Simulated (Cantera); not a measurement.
Cantera run, input and output.

```python
import numpy as np
import cantera as ct

gas = ct.Solution("gri30.yaml")
gas.TPX = 375, 21000, {'CO': 1, 'H2': 0.045, 'CH4': 0.038, 'O2': 0.46, 'N2': 1.15}
flame = ct.FreeFlame(gas, width=0.12)
flame.set_refine_criteria(ratio=3, slope=0.08, curve=0.16)
flame.transport_model = "mixture-averaged"
flame.solve(loglevel=0, auto=True)
z, T = flame.grid, flame.T
thick = (T[-1] - T[0]) / np.gradient(T, z).max()
show = ['CO', 'H2', 'CH4', 'CH2CO', 'H', 'O2']
print(f"laminar burning velocity  {flame.velocity[0] * 100:.3f} cm/s")
print(f"burnt temperature         {T[-1]:.1f} K")
print(f"thermal thickness         {thick * 1e3:.4f} mm")
print(f"grid points               {len(z)}")
z0 = z[flame.heat_release_rate.argmax()]
print(f"{'z/mm':>9s}{'T/K':>9s}{'u/(m/s)':>9s}" + "".join(f"{s:>11s}" for s in show))
rows = []
for k in (-3, -2, -1.5, -1, -0.5, -0.25, 0, 0.25, 0.5, 1, 2, 4, 8):
    zz = z0 + k * thick
    rows.append([k * thick, np.interp(zz, z, T), np.interp(zz, z, flame.velocity),
                 *(np.interp(zz, z, flame.X[gas.species_index(s)]) for s in show)])
    print(f"{rows[-1][0] * 1e3:9.3f}{rows[-1][1]:9.1f}{rows[-1][2]:9.3f}" + "".join(f"{x:11.3e}" for x in rows[-1][3:]))
```

Output:

```
laminar burning velocity  139.855 cm/s
burnt temperature         2503.4 K
thermal thickness         2.9185 mm
grid points               173
     z/mm      T/K  u/(m/s)         CO         H2        CH4      CH2CO          H         O2
   -8.755    375.0    1.399  3.713e-01  1.671e-02  1.411e-02 -1.302e-15  6.758e-18  1.708e-01
   -5.837    375.0    1.399  3.713e-01  1.671e-02  1.411e-02 -1.282e-15  1.041e-15  1.708e-01
   -4.378    375.0    1.399  3.713e-01  1.671e-02  1.411e-02 -9.878e-16  1.163e-14  1.708e-01
   -2.918    375.0    1.399  3.713e-01  1.674e-02  1.411e-02  3.174e-14  4.434e-12  1.708e-01
   -1.459    384.0    1.433  3.709e-01  1.714e-02  1.410e-02  9.502e-10  8.459e-06  1.705e-01
   -0.730    627.4    2.338  3.590e-01  1.783e-02  1.326e-02  5.948e-08  2.275e-03  1.620e-01
    0.000   1117.6    4.148  3.267e-01  1.404e-02  3.488e-03  1.248e-07  1.558e-02  1.255e-01
    0.730   1383.4    5.050  2.697e-01  5.921e-03  1.635e-05  3.615e-10  3.023e-02  7.826e-02
    1.459   1513.8    5.434  2.308e-01  4.993e-03  1.973e-08  3.654e-13  3.657e-02  5.685e-02
    2.918   1651.7    5.833  2.063e-01  5.658e-03  1.466e-13  6.491e-18  3.619e-02  4.545e-02
    5.837   1791.5    6.260  2.033e-01  6.085e-03  7.176e-17  7.921e-19  2.807e-02  4.307e-02
   11.674   1949.1    6.733  2.004e-01  6.022e-03  1.618e-17  4.321e-19  1.940e-02  4.076e-02
   23.348   2114.8    7.212  1.932e-01  5.578e-03  6.706e-18  5.804e-19  1.263e-02  3.672e-02
```

Computed with Cantera and GRI-Mech 3.0 (53 species, 325 reactions). Burning velocities carry a grid error of a few per cent, more on coarse grids.
